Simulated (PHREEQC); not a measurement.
Solution (25 °C): 0.29 mol/kgw HF and 0.00039 mol/kgw (CH3)4NF. Closed to the air; pH follows from the charge balance.

All values are PHREEQC results (ion-association model, phreeqc.dat), not measurements.

Each row changes one thing in this solution. This is a speciation only: nothing precipitates in the calculation.

```tsv
case	pH	ionic strength (mol/kgw)	HF (mol/kgw)	F- (mol/kgw)	HF2- (mol/kgw)
as made	1.73	0.0214	0.258	0.0107	0.0107
diluted 2-fold with water	1.95	0.0127	0.128	0.00851	0.00419
(CH3)4NF from 0.00039 to 0.000351 mol/kgw	1.73	0.0214	0.258	0.0107	0.0106
(CH3)4NF from 0.00039 to 0.000585 mol/kgw	1.73	0.0215	0.258	___	0.0107
HF from 0.29 to 0.435 mol/kgw	1.59	0.0298	0.388	___	0.0178
diluted 5-fold with water	2.20	0.00690	0.0501	0.00579	0.00111
(CH3)4NF from 0.00039 to 0.0039 mol/kgw	1.76	0.0234	___	0.0117	0.0117
0.018 mol/kgw HBr added	1.54	___	0.268	0.00751	0.00771
HF from 0.29 to 0.58 mol/kgw	___	0.0382	0.517	0.0128	0.0254
```

Problem. What belongs in the gaps?

Solution. 
- (CH3)4NF from 0.00039 to 0.000585 mol/kgw, F- (mol/kgw): 0.0108
- HF from 0.29 to 0.435 mol/kgw, F- (mol/kgw): 0.0120
- (CH3)4NF from 0.00039 to 0.0039 mol/kgw, HF (mol/kgw): 0.259
- 0.018 mol/kgw HBr added, ionic strength (mol/kgw): 0.0332
- HF from 0.29 to 0.58 mol/kgw, pH: 1.49

(CH3)4N+ isn't in the database: it is added as a free cation with an ion size of 4 Å.
